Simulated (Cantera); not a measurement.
Cantera run:

```python
import numpy as np
import cantera as ct

gas_names = """
    Cu CuF CuF2 Cu2 F F2 H HF H2 H2F2 H3F3 H4F4 H5F5 H6F6 H7F7
""".split()
cond_names = """
    Cu(cr) Cu(L) CuF2(s) CuF2(L)
""".split()


def load(file, names, dense=False):
    # The tables refer to 1 bar. Condensed volumes are neglected.
    table = {s.name: s for s in ct.Species.list_from_file(file)}
    out = []
    for n in names:
        d = dict(table[n].input_data)
        d["thermo"] = dict(d["thermo"], **{"reference-pressure": 1e5})
        if dense:
            d["equation-of-state"] = {"model": "constant-volume", "density": "1e6 g/cm^3"}
        out.append(ct.Species.from_dict(d))
    return out


gas = ct.Solution(thermo="ideal-gas", species=load("nasa_gas.yaml", gas_names))
cond = {s.name: ct.Solution(thermo="fixed-stoichiometry", species=[s], name=s.name)
        for s in load("nasa_condensed.yaml", cond_names, dense=True)}
atoms = {
    'Cu': {'Cu': 1},
    'F2': {'F': 2},
    'H2': {'H': 2},
}
top_T = {}  # K; cautious upper limits of use, not melting points


def equilibrate(T, P, feed):
    n = {}
    for name, mol in feed.items():
        for a, k in atoms[name].items():
            n[a] = n.get(a, 0.0) + k * mol
    gas.TPX = T, P, n
    mass = sum(n.values()) * gas.mean_molecular_weight
    gas.equilibrate("TP")
    valid = [c for c in cond.values() if c.min_temp <= T <= top_T.get(c.name, c.max_temp)]
    mix = ct.Mixture([(gas, mass / gas.mean_molecular_weight)] + [(c, 0.0) for c in valid])
    mix.T, mix.P = T, P
    mix.equilibrate("TP", solver="vcs", rtol=1e-11, max_steps=5000)
    return mix


results = []
feed = {'Cu': 1, 'F2': 7.7, 'H2': 6.7}  # mol
T = 1148.15  # K
P = 2.7  # Pa
mix = equilibrate(T, P, feed)
results.append((T, P, feed, dict(zip(mix.species_names, mix.species_moles))))
print(gas.report(threshold=0.001))
for i in range(1, mix.n_phases):
    print(f"{mix.phase(i).name:16s} {mix.phase_moles(i):12.5e} mol")
```

It prints:

```
       temperature   1148.2 K
          pressure   2.7 Pa
           density   7.2464e-06 kg/m^3
  mean mol. weight   25.621 kg/kmol
   phase of matter   gas

                          1 kg             1 kmol
                     ---------------   ---------------
          enthalpy       -9.5403e+06       -2.4443e+08  J
   internal energy       -9.9129e+06       -2.5397e+08  J
           entropy             12170        3.1181e+05  J/K
    Gibbs function       -2.3513e+07       -6.0243e+08  J
 heat capacity c_p            1272.1             32591  J/K
 heat capacity c_v            947.55             24277  J/K

                      mass frac. Y      mole frac. X     chem. pot. / RT
                     ---------------   ---------------   ---------------
               CuF         0.0060176         0.0018678           -47.952
              CuF2           0.26731          0.067447           -77.152
                 F          0.001385         0.0018678             -29.2
                HF           0.72528           0.92882           -62.185
     [  +11 minor]        2.6837e-09        1.6026e-09

Cu(cr)            0.00000e+00 mol
CuF2(L)           0.00000e+00 mol
```

Method: chemical equilibrium by Gibbs-energy minimisation in Cantera with the NASA 1993 tables (ideal gas, pure condensed phases).
